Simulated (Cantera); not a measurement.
Charge: 1 mol Si3N4, 4.4 mol HCl, 0.67 mol N2, equilibrated at 1948.15 K and 0.0233 Torr.

Method: chemical equilibrium by Gibbs-energy minimisation in Cantera with the NASA 1993 tables (ideal gas, pure condensed phases). Candidate condensed phases: NH4Cl, Si, Si3N4; 28 gas species. The tables' values for SiCl, SiN, SiCl3 are old estimates; treat these amounts as uncertain. Equilibrium is a limit: real reactors are often held back by kinetics, nucleation or transport.

Base state: N2 0.280, Si 0.182, HCl 0.150, H2 0.120, SiCl2 0.115, H 0.0705, Cl 0.0656, SiCl 0.0167 (mole fractions); condensed: gas only.

Task: What changes in the equilibrium state with this change: pressure from 0.0233 Torr to 1.00 Torr?

Result: 
| species | before | after |
|---|---|---|
| N2 | 0.280 | 0.365 |
| H2 | 0.120 | 0.224 |
| SiCl2 | 0.115 | 0.223 |
| Si | 0.182 | 0.0175 |
| Cl | 0.0656 | 0.00687 |
| H | 0.0705 | 0.0147 |
| SiCl | 0.0167 | 0.00725 |
| HCl | 0.150 | 0.140 |
| SiCl3 | 7.62e-5 | 0.000669 |
| SiH2 | 2.29e-6 | 1.75e-5 |
| Si2N | 5.28e-5 | 0.000157 |
| Si2 | 0.000401 | 0.000159 |
| Si3 | 2.14e-5 | 3.50e-5 |
| Si(l), mol | 0 | 1.18 |
The tables' values for SiCl, SiCl3, SiN are old estimates; treat these amounts as uncertain. Gases not in the tables: Si2H6 and higher silanes.
